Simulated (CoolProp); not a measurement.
The fluid at 293.15 K and 0.693 MPa expands adiabatically to 0.141 MPa with isentropic efficiency 0.9. The same conditions are run with several fluids, on thermodynamics alone (safety and materials aside).

Values from CoolProp's reference Helmholtz-energy equation of state of each fluid (R404A: Lemmon 2003; CH3F (R41): Lemmon 2006; nitrous oxide: Lemmon 2006; CF4 (R14): Platzer 1990). The equations of Platzer and Polt are older, rougher fits. Blends and air are pseudo-pure fits.

### Question
Rank R404A, CH3F (R41), nitrous oxide, CF4 (R14) by work (kJ/kg), highest first.

### Answer
CH3F (R41) (81.0), nitrous oxide (64.2), CF4 (R14) (34.6), R404A (29.8)

```csv
fluid,final temperature (K),final density (kg/m³)
R404A,246.3,7.06
CH3F (R41),209.6,2.88
nitrous oxide,210.3,3.63
CF4 (R14),236.2,6.39
```
